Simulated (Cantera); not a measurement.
Charge: 1 mol Si, 3.1 mol Cl2, 0.93 mol H2, at 575 °C and 0.0100 bar.

Equilibrium computed with Cantera from the NASA thermochemical tables; the gas is ideal and each condensed phase is pure. Candidate condensed phases: Si; 19 gas species. The numbers say what is thermodynamically allowed, not how fast it happens.

Base state: HCl 0.614, SiCl4 0.330, Cl2 0.0561, Cl 6.34e-5 (mole fractions); condensed: gas only.

Question: What changes in the equilibrium state with this change: temperature from 575 °C to 1175 °C?

Answer: 
| species | before | after |
|---|---|---|
| HCl | 0.614 | 0.595 |
| SiCl4 | 0.330 | 0.319 |
| Cl | 6.34e-5 | 0.0622 |
| Cl2 | 0.0561 | 0.0234 |
| SiCl3 | <1e-9 | 0.000298 |
The tables' values for SiCl3 are old estimates; treat these amounts as uncertain.
